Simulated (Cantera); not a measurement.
Input: 1 mol borazine, 4.7 mol N₂, held at 1475 K and 1.00 bar.

Method: chemical equilibrium by Gibbs-energy minimisation in Cantera with the NASA 1993 tables (ideal gas, pure condensed phases). Candidate condensed phases: B, BN; 15 gas species. The feed counts by its element totals alone. Rates play no part.

Base state: N₂ 0.610, H₂ 0.390, NH₃ 1.27e-5 (mole fractions); condensed: BN(s).

Question: What changes in the equilibrium state with this change: borazine replaced by B₂O₃?

Answer: 
```csv
species,before,after
N₂,0.610,1.000
B₂O₃,0,1.29e-5
H₂,0.390,0
NH₃,1.27e-5,0
"BN(s), mol",3.00,0
"B₂O₃(l), mol",0,1.000
```
Further candidate phases: B₂O₃.
